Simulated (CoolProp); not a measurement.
Methanol along the isotherm 473.8 K: density (kg/m³) from the reference equation and from simpler models built on Tc = 513.4 K, pc = 8216 kPa, ω = 0.565; each cubic takes its own stable root.

Model: reference Helmholtz-energy equation of state, de Reuck 1993, in CoolProp.

```
p (kPa)   phase  reference  van der Waals  Redlich-Kwong  Peng-Robinson
-------  ------  ---------  -------------  -------------  -------------
130         gas      1.065          1.063          1.065          1.066
191         gas      1.570          1.567          1.569          1.572
280         gas      2.313          2.306          2.312          2.318
411         gas      3.422          3.405          3.417          3.431
603         gas      5.079          5.041          5.068          5.097
885         gas      7.594          7.500          7.559          7.625
1300        gas      11.50          11.25          11.39          11.54
1910        gas      17.80          17.09          17.41          17.79
2800        gas      28.88          26.47          27.30          28.30
6030     liquid      561.3          260.7          353.0          442.7
8850     liquid      576.7          284.4          374.6          457.2
13000    liquid      594.1          303.4          396.5          474.1
19100    liquid      613.8          321.1          419.3          493.3
28000    liquid      635.8          338.3          443.1          514.6
41100    liquid      660.3          355.4          468.2          538.0
```
